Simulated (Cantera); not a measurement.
Mixture: CO : H2 : CH4 : O2 : N2 = 1 : 1.4 : 0.17 : 0.906 : 3.41 (molar parts), equivalence ratio 1.7, at 750 Torr, adiabatic and at constant volume. Ignition delay is the time to a rise of 400 K.

Cantera simulation using GRI-Mech 3.0 (53 species, 325 reactions); the numbers are that mechanism's predictions, not measurements. Where the delays flatten at high temperature, the 400 K rule measures the pace of heat release, not the induction time.

Predict: delay at 1225 K; delay at 1425 K; delay at 1625 K; delay at 1825 K; delay at 2025 K; apparent activation energy between 1925 and 2125 K.


```
Item                                                   Result
--------------------------------------------------  ---------
delay at 1225 K                                       75.5 µs
delay at 1425 K                                       28.5 µs
delay at 1625 K                                       14.6 µs
delay at 1825 K                                       8.73 µs
delay at 2025 K                                       5.72 µs
apparent activation energy between 1925 and 2125 K  66 kJ/mol
```
